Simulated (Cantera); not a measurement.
## Equilibrium for carbon deposition, reforming and gasification: C2H6 + NH3 + H2 + CO2

A closed system holds: 1 mol C2H6, a varied amount of NH3, 30 mol H2, 1.6 mol CO2, equilibrated at 2300 K and 4.90 bar.

Equilibrium computed with Cantera from the NASA thermochemical tables; the gas is ideal and each condensed phase is pure. Candidate condensed phases: C, C6H6, C7H8, C8H18, H2O; 136 gas species. Rates play no part.

From 0.03 mol NH3 to 0.25 mol NH3 the condensed part is C(graphite). From 0.33 mol NH3 to 0.74 mol NH3 nothing is condensed. The main C-bearing gas is CO throughout.

| n(NH3) (mol) | x H2 | x CO | x N2 | x H | n C(graphite) |
|---|---|---|---|---|---|
| 0.03 | 0.902 | 0.0881 | 0.000151 | 0.00415 | 0.0614 |
| 0.039 | 0.902 | 0.0881 | 0.000220 | 0.00415 | 0.0573 |
| 0.051 | 0.902 | 0.0880 | 0.000320 | 0.00415 | 0.0524 |
| 0.066 | 0.902 | 0.0880 | 0.000453 | 0.00415 | 0.0470 |
| 0.087 | 0.901 | 0.0879 | 0.000651 | 0.00415 | 0.0401 |
| 0.11 | 0.901 | 0.0877 | 0.000877 | 0.00415 | 0.0334 |
| 0.15 | 0.901 | 0.0876 | 0.00129 | 0.00415 | 0.0231 |
| 0.19 | 0.900 | 0.0874 | 0.00171 | 0.00415 | 0.0139 |
| 0.25 | 0.899 | 0.0871 | 0.00237 | 0.00415 | 0.00152 |
| 0.33 | 0.899 | 0.0867 | 0.00328 | 0.00414 | 0 |
| 0.43 | 0.898 | 0.0862 | 0.00444 | 0.00414 | 0 |
| 0.57 | 0.897 | 0.0856 | 0.00608 | 0.00414 | 0 |
| 0.74 | 0.896 | 0.0848 | 0.00809 | 0.00414 | 0 |
x: gas mole fraction; n: condensed amount in mol.
